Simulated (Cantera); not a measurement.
An adiabatic, constant-volume homogeneous reactor starts with 4.33 % C3H8, 9.66 % O2, 86.0 % N2, equivalence ratio 2.2, at 1123 K and 0.550 bar.

Detailed kinetics in Cantera: GRI-Mech 3.0 (53 species, 325 reactions). GRI-Mech 3.0 was tuned for natural gas; its chemistry of propane as a main component is partial and can be far from experiment.

One state of this run: T (K) = 1964; P (bar) = 1.12; x C3H8 = <1e-12; x O2 = 7.73e-9; x HCO = 1.71e-8; x N2O = 5.95e-9; x H2O2 = 6.73e-12. x: mole fraction; the columns are a selection and need not sum to one.

Task: Which value of t (s) does it belong to?
A) 0.00200
B) 9.28e-5
C) 2.00e-6
D) 0.200

Result: D, 0.200
